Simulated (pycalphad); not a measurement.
CALPHAD calculation (pycalphad, COST 507 light-alloy database (1999)), 1 atm. The data set is of 1999 and partly superseded. Diffusion is slow at the low end, where real alloys seldom reach equilibrium.

How does the equilibrium phase assembly of Al-0.8548Si-2.152C (wt.%) change on cooling from 1850 K to 500 K?


| T (K) | phases above | phases below |
|---|---|---|
| 928.0 | AL4C3 + LIQUID | AL4C3 + FCC_A1 + LIQUID |
| 927.8 | AL4C3 + FCC_A1 + LIQUID | AL8SIC7 + FCC_A1 + LIQUID |
| 925.0 | AL8SIC7 + FCC_A1 + LIQUID | AL8SIC7 + FCC_A1 |
| 630.6 | AL8SIC7 + FCC_A1 | AL8SIC7 + DIAMOND_A4 + FCC_A1 |
Changes were sought between steps of 50 K, so a narrower field can be missed. At the top of the range, 1850 K, the alloy is not yet fully liquid: it holds LIQUID + AL4C3.

Database names, with the compositions (at.%) that they take in these runs: AL4C3: Al 57 C 43; AL8SIC7: Al 50 C 44 Si 6. FCC_A1 is fcc; DIAMOND_A4 is diamond (Si).
